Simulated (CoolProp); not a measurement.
Computed with CoolProp (reference Helmholtz-energy equation of state, Schroeder 2014).

Task: For ethanol, give the phase and the Z, cp (kJ/(kg K)), expansivity (1/kK) at 151.55 °C and 125 bar; 151.55 °C and 376 bar.

Result: 
- 151.55 °C and 125 bar: liquid; Z 0.242, cp 3.66, expansivity 1.92
- 151.55 °C and 376 bar: liquid; Z 0.691, cp 3.46, expansivity 1.39
